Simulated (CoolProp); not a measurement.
Properties of hydrogen chloride along the isobar 46.8 MPa (Tc = 324.7 K, pc = 8.314 MPa, ω = 0.130).

Model: reference Helmholtz-energy equation of state, Thol 2018, in CoolProp.

```csv
T (K),phase,Z,cp (kJ/(kg K)),Joule-Thomson coefficient (K/MPa),isothermal compressibility (1/MPa)
221.4,liquid,…,1.570,-0.3298,0.001036
230,liquid,…,1.569,-0.3204,0.001127
238.5,liquid,0.7596,1.569,-0.3096,0.001227
247.1,liquid,0.7453,1.571,-0.2971,0.001339
255.7,liquid,0.7326,1.573,-0.2829,0.001464
264.2,liquid,0.7214,1.577,-0.2669,0.001603
272.8,liquid,0.7114,1.581,-0.2488,0.001760
281.3,liquid,0.7028,1.587,-0.2287,0.001934
289.9,liquid,…,1.593,-0.2060,0.002131
298.4,liquid,…,1.600,-0.1810,0.002350
307,liquid,0.6839,1.608,-0.1530,0.002599
315.6,liquid,0.6799,1.617,-0.1220,0.002879
324.1,liquid,0.6769,1.626,-0.08815,0.003190
332.7,supercritical,0.6751,1.635,-0.05043,0.003544
341.2,supercritical,…,1.645,-0.009495,0.003936
```

Problem. What belongs in the gaps?

Solution. 
- 221.4, Z: 0.7930
- 230, Z: 0.7753
- 289.9, Z: 0.6953
- 298.4, Z: 0.6891
- 341.2, Z: 0.6743
